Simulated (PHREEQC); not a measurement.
Solution (20 °C): 0.27 mol/kgw CdCl2. Closed to the air; pH follows from the charge balance.

Equilibrium calculation in PHREEQC: ion-association model, phreeqc.dat.

```json
[
 {"quantity": "pH", "before": "5.24", "after": "5.68"},
 {"quantity": "ionic strength (mol/kgw)", "before": "0.250", "after": "0.0454"},
 {"quantity": "Cl- (mol/kgw)", "before": "0.212", "after": "0.0354"}
]
```

Problem. Which change was made?
A) CdCl2 replaced by NaCl at the same molality
B) diluted 10-fold with water
C) 0.0062 mol/kgw FeSO4 added
D) CdCl2 from 0.27 to 0.297 mol/kgw
E) CdCl2 replaced by ZnCl2 at the same molality

Solution. B, diluted 10-fold with water

This is a speciation only: nothing precipitates in the calculation.
